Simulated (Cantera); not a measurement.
## CaO + Cl2 + N2 (oxide etching and cleaning by halides)

Feed: 1 mol CaO, 42 mol Cl2, 12 mol N2, held at 0.340 bar.

These are equilibrium values from Cantera (NASA tables, ideal gas, pure condensed phases), not measurements of a reactor. Candidate condensed phases: Ca, CaCl2, CaO; 17 gas species. Condensed phases not in the tables: oxide chlorides. Rates play no part.

```
T (K)  log p Cl2  log p Cl  log p N2  log p CaCl2  log p O2  log p NO  log p ClO  n CaCl2(l)
-----  ---------  --------  --------  -----------  --------  --------  ---------  ----------
1248       -0.59     -2.41     -1.12        -4.70     -2.50     -4.98      -5.11       0.997
1298       -0.59     -2.21     -1.12        -4.26     -2.50     -4.83      -4.94       0.991
1348       -0.60     -2.03     -1.12        -3.85     -2.51     -4.70      -4.80       0.977
1398       -0.61     -1.86     -1.13        -3.48     -2.51     -4.57      -4.66       0.947
1448       -0.62     -1.70     -1.13        -3.13     -2.52     -4.46      -4.54       0.881
1498       -0.63     -1.55     -1.14        -2.81     -2.52     -4.36      -4.42       0.747
1548       -0.65     -1.42     -1.15        -2.52     -2.53     -4.26      -4.32       0.490
1598       -0.67     -1.30     -1.16        -2.24     -2.55     -4.18      -4.24      0.0117
1648       -0.70     -1.19     -1.17        -2.25     -2.56     -4.10      -4.15           0
1698       -0.73     -1.09     -1.18        -2.26     -2.58     -4.03      -4.08           0
```
log p: log10 of the partial pressure in bar; n: condensed amount in mol.

From 1248 K to 1598 K the condensed part is CaCl2(l). From 1648 K to 1698 K nothing is condensed. The main Ca-bearing gas is CaCl2 throughout.
